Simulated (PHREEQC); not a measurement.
MgCl2 is added in steps, without added water, to 1 kg of water holding 0.012 mol/kgw FeCl3, 0.044 mol/kgw CuCl2, 0.099 mol/kgw H2SO4 and 7.3e-05 mol/kgw Na2SO4, at 20 °C. O2 is buffered at 0.21 atm. The system is closed to CO2. The run lets Brucite, Hematite, Cu(OH)2, Brochantite, Antlerite, Atacamite, Jarosite-Na, Halite, Mirabilite, Epsomite, Chalcanthite precipitate or redissolve, and no other solid.

Base run: PHREEQC, ion-association model, wateq4f.dat. Each further column changes one thing. The table gives FeCl+2 (mol/kgw).

```csv
MgCl2 added (mol),base,temperature from 20 to 30 °C,H2SO4 from 0.099 to 0.0495 mol/kgw,temperature from 20 to 5 °C,no solid may form
0,0.000215,0.000126,6.21e-5,0.000424,0.000714
0.02375,0.000324,0.000191,9.42e-5,0.000632,0.00105
0.03958,0.000403,0.000239,0.000117,0.000780,0.00129
0.06333,0.000530,0.000316,0.000154,0.00102,0.00164
0.08708,0.000667,0.000400,0.000194,0.00126,0.00200
0.1029,0.000762,0.000459,0.000221,0.00144,0.00224
0.1267,0.000911,0.000552,0.000264,0.00170,0.00259
0.1504,0.00107,0.000650,0.000309,0.00197,0.00292
0.1663,0.00117,0.000717,0.000339,0.00216,0.00314
0.19,0.00134,0.000822,0.000386,0.00244,0.00344
```

The ionic strength passes 0.7 mol/kgw, the rough limit of the ion-association models, in part of: base; temperature from 20 to 30 °C; H2SO4 from 0.099 to 0.0495 mol/kgw; temperature from 20 to 5 °C; no solid may form. Away from 25 °C the constants follow the database's enthalpies or fits; those with neither stay at their 25 °C values. In at least one series the solution becomes supersaturated in solids that the run did not let form, among them Hematite.
